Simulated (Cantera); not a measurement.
A perfectly stirred reactor is fed with 4.52 % CH4, 20.1 % O2, 75.4 % N2, equivalence ratio 0.45, at 3750 Torr; it is adiabatic with a 675 K inlet, and is followed from long to short residence time, starting on the burning branch (τ in s: 0.26, 0.097, 0.036, 0.013, 0.0049, 0.0018, 0.00068, 0.00025, 9.3e-05, 3.4e-05).

Cantera simulation using GRI-Mech 3.0 (53 species, 325 reactions); the numbers are that mechanism's predictions, not measurements.

x: mole fraction; the columns are a selection and need not sum to one.

```
τ (s)    T (K)     x CH4   x O2   x CO2      x CO   x H2O2    x H2    x C2H6
-------  -----  --------  -----  ------  --------  -------  ------  --------
0.26      1691   4.01e-6  0.110  0.0451   4.90e-5  5.63e-8       ?  2.28e-10
0.097     1690   8.51e-6  0.110  0.0450  0.000104  7.79e-8       ?  9.13e-10
0.036     1688   1.73e-5  0.110  0.0449  0.000215  1.16e-7       ?   3.09e-9
0.013     1685   3.50e-5  0.110  0.0447  0.000453  1.82e-7       ?   9.61e-9
0.0049    1680   6.88e-5  0.111  0.0441  0.000924  2.80e-7       ?   2.67e-8
0.0018    1669  0.000141  0.111  0.0430   0.00195  4.36e-7       ?   7.62e-8
0.00068   1645  0.000309  0.113  0.0405   0.00420  6.85e-7       ?   2.52e-7
0.00025    675    0.0452  0.201  <1e-12    <1e-12   <1e-12  <1e-12    <1e-12
9.3e-5     675    0.0452  0.201  <1e-12    <1e-12   <1e-12  <1e-12    <1e-12
3.4e-5     675    0.0452  0.201  <1e-12    <1e-12   <1e-12  <1e-12    <1e-12
```

**Question.** Fill in the missing entries.

**Answer.** 
- 0.26, x H2: 5.16e-6
- 0.097, x H2: 8.83e-6
- 0.036, x H2: 1.64e-5
- 0.013, x H2: 3.25e-5
- 0.0049, x H2: 6.40e-5
- 0.0018, x H2: 0.000131
- 0.00068, x H2: 0.000276
